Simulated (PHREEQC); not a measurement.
**Polishing slurry liquid**

Make-up at 20 °C and 500 atm: 0.005 mol K2CO3 and 0.086 mol KH2PO4 per kg of water. Closed to the air; pH follows from the charge balance.

The numbers come from PHREEQC with the ion-association model, phreeqc.dat.

Precipitation was switched off in this run.

What pH, ionic strength, specific conductance does the model give?

pH 5.71; ionic strength 0.104 mol/kgw; specific conductance 7700 µS/cm.

In which forms is P present?

H2PO4- 90 %, HPO4-2 9.3 % of the P.

Complexes and solids missing from the database can't appear. Under pressure, the constants of complexes without a molar volume in the database are unreliable.
